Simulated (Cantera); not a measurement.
A closed system holds: 1 mol Ta, 0.47 mol CH4, 280 mol H2, held at 1600 °C and 0.220 bar.

Cantera equilibrium calculation (NASA polynomials, part measured and part estimated; ideal gas, pure solids and liquids). Candidate condensed phases: C, C6H6, C7H8, C8H18, Ta, TaC; 77 gas species. Mutual solubility and eutectic melting of coexisting phases are not modelled. TaC: taken at fixed stoichiometry. Condensed phases not in the tables: Ta2C, N, O or C dissolved in the metal. Rates play no part.

Base state: H2 0.999, H 0.00138 (mole fractions); condensed: Ta(s) + TaC(s).

Q: What changes in the equilibrium state with this change: temperature from 1600 °C to 1375 °C?

A: 
```tsv
species	before	after
H2	0.999	1.000
H	0.00138	0.000190
Ta(s), mol	0.530	0.530
TaC(s), mol	0.470	0.470
```
